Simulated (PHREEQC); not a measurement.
PHREEQC input (ion-association model, phreeqc.dat):

```
SOLUTION_MASTER_SPECIES
  Amm  AmmH+  0  AmmH  17.031  # ammonia with no redox link, constants of NH4+
SOLUTION_SPECIES
  AmmH+ = AmmH+
    -log_k 0
    -gamma 2.5 0
    -dw 1.98e-9
  AmmH+ = Amm + H+
    -log_k -9.252
    -delta_h 12.48 kcal
    -analytic 0.6322 -0.001225 -2835.76
    -dw 2.28e-9
  AmmH+ + SO4-2 = AmmHSO4-
    -log_k 1.11
PHASES
  Amm(g)
    Amm = Amm
    -log_k 1.7966
    -analytic -18.758 3.3670e-4 2.5113e3 4.8619 39.192
    -T_c 405.6
    -P_c 111.3
    -Omega 0.25
EXCHANGE_SPECIES
  AmmH+ + X- = AmmHX
    -log_k 0.6
    -gamma 2.5 0
    -delta_h -2.4
SOLUTION 1
  temp 25
  units mol/kgw
  pH 7 charge
  Si 0.11
  F 0.66
  Amm 0.22
SOLUTION 2
  temp 25
  units mol/kgw
  pH 7 charge
  C(4) 0.026
  Amm 0.026
END
SELECTED_OUTPUT 1
  -reset false
  -pH true
  -pe true
  -ionic_strength true
  -water true
  -totals Amm C F Si C(-4) C(4)
  -molalities H+ H4SiO4 CO3-2 F- OH- O2 HCO3- CO2 (CO2)2 HF
    HF2- H3SiO4- H2SiO4-2 SiF6-2 AmmH+ Amm
  -equilibrium_phases SiO2(a)
PRINT
  -reset false
MIX 1
  1 1
  2 0
EQUILIBRIUM_PHASES 1
  SiO2(a) 0 0
  O2(g) -0.68 10
END
# ... the last block is repeated for the other 20 points of share of solution B
```

Selected output (columns that matter, 17 of 21 rows; share of solution B added in front):

```
share of solution B	pH	mu	Amm	C	F	Si	m_H+	m_F-	m_OH-	m_HCO3-	m_CO2	m_SiF6-2	SiO2(a)
0	3.0657	0.33028	0.22	0	0.66	0.11	0.0011037	0.0027307	1.7579e-11	0	0	0.10918	0
0.05	3.2996	0.3145	0.2103	0.0013	0.62699	0.1045	0.00064274	0.0037864	2.9946e-11	1.712e-06	0.0012982	0.10356	0
0.1	3.5285	0.29886	0.2006	0.0026	0.59399	0.098998	0.00037854	0.0051668	5.0424e-11	5.7506e-06	0.0025939	0.097887	0
0.2	3.9076	0.26776	0.1812	0.0051999	0.52799	0.087998	0.00015731	0.0084838	1.1918e-10	2.7017e-05	0.0051718	0.086405	0
0.25	4.0555	0.25223	0.1715	0.0064998	0.49499	0.082444	0.00011158	0.010268	1.6638e-10	4.6983e-05	0.0064512	0.080629	5.41e-05
0.3	4.1728	0.23671	0.16179	0.0077997	0.46198	0.076658	8.4916e-05	0.012098	2.1639e-10	7.3066e-05	0.0077244	0.074836	0.00033925
0.4	4.369	0.20569	0.14239	0.010399	0.39598	0.065078	5.3674e-05	0.015773	3.3466e-10	0.00014954	0.010246	0.063241	0.00091846
0.45	4.4539	0.19018	0.13269	0.011699	0.36298	0.059288	4.3981e-05	0.017605	4.0331e-10	0.00020194	0.011492	0.057443	0.001209
0.5	4.5326	0.17467	0.12299	0.012999	0.32998	0.053498	3.654e-05	0.019426	4.7891e-10	0.00026533	0.012728	0.051646	0.0014985
0.55	4.6067	0.15917	0.11329	0.014299	0.29698	0.04771	3.067e-05	0.021233	5.6226e-10	0.00034118	0.01395	0.045851	0.0017862
0.6	4.6775	0.14367	0.10359	0.015599	0.26398	0.041926	2.5925e-05	0.023022	6.546e-10	0.00043137	0.015159	0.040059	0.0020712
0.7	4.8145	0.1127	0.084192	0.018198	0.19798	0.030369	1.8683e-05	0.026524	8.7518e-10	0.00066616	0.017521	0.028487	0.0026286
0.75	4.884	0.097216	0.074493	0.019498	0.16498	0.0246	1.5805e-05	0.02822	1.012e-09	0.00082061	0.018664	0.02271	0.002898
0.8	4.9575	0.081748	0.064793	0.020798	0.13199	0.018841	1.3228e-05	0.02986	1.1791e-09	0.001013	0.01977	0.016944	0.0031571
0.9	5.1517	0.050888	0.045395	0.023397	0.065992	0.0074	8.2662e-06	0.032719	1.7681e-09	0.0016709	0.021709	0.0054878	0.0035992
0.95	5.5065	0.035881	0.035696	0.024697	0.032996	0.0021064	3.5932e-06	0.031725	3.8935e-09	0.0035814	0.021099	0.0001866	0.0033934
1	7.7701	0.025392	0.026	0.026	0	0	1.9281e-08	0	6.9768e-07	0.02507	0.00082299	0	0
```

Species that the database lacks are ignored. Carbamate, which ammonia and carbonate form, is missing from the database. SiF6-2 is the database's only silicon fluoride.
